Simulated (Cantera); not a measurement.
Input: 1 mol SiH4, 0.0052 mol Cl2, 12 mol N2, held at 1750 K and 1.33 mbar.

Equilibrium computed with Cantera from the NASA thermochemical tables; the gas is ideal and each condensed phase is pure. Candidate condensed phases: NH4Cl, Si, Si3N4; 28 gas species. The tables' values for SiN are old estimates; treat these amounts as uncertain. Kinetics and transport are ignored.

Base state: N2 0.855, H2 0.141, H 0.00239, Si 0.00113, HCl 0.000700, Si2N 3.33e-5, SiH 2.04e-5, SiN 1.96e-5 (mole fractions); condensed: Si(l).

Task: What changes in the equilibrium state with this change: Cl2 from 0.0052 to 0.0078 mol?

Result: 
```tsv
species	before	after
N2	0.855	0.855
H2	0.141	0.141
H	0.00239	0.00239
HCl	0.000700	0.00103
Si	0.00113	0.00113
SiCl2	1.15e-5	2.52e-5
SiCl	9.00e-6	1.33e-5
Cl	9.16e-6	1.35e-5
SiH	2.04e-5	2.04e-5
Si(l), mol	0.982	0.982
```
The tables' values for SiN, SiCl are old estimates; treat these amounts as uncertain.
